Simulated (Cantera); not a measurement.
Input: 1 mol SiH2Cl2, 1.6 mol NH3, 1.3 mol N2, at 0.00133 bar.

Equilibrium computed with Cantera from the NASA thermochemical tables; the gas is ideal and each condensed phase is pure. Candidate condensed phases: NH4Cl, Si, Si3N4; 28 gas species. The tables' values for SiCl3 are old estimates; treat these amounts as uncertain. Kinetics and transport are ignored.

log p: log10 of the partial pressure in bar; n: condensed amount in mol.

```
T (K)  log p H2  log p HCl  log p N2  log p SiCl2  log p SiCl4  n Si3N4(s)
-----  --------  ---------  --------  -----------  -----------  ----------
825       -3.24      -3.39     -3.47       -11.13        -4.90       0.315
925       -3.25      -3.37     -3.48          [?]          [?]       0.321
1025      -3.25      -3.36     -3.48        -7.78        -5.20       0.324
1125      -3.25      -3.36     -3.48          [?]          [?]       0.325
1225      -3.25      -3.36     -3.48        -5.58        -5.46       0.323
1325      -3.25      -3.39     -3.47        -4.80        -5.70       0.303
1425      -3.23      -3.48     -3.45        -4.29        -6.19       0.251
```

Problem. Some entries are withheld; supply them.

Solution. 
- 925, log p SiCl2: -9.27
- 925, log p SiCl4: -5.06
- 1125, log p SiCl2: -6.57
- 1125, log p SiCl4: -5.33
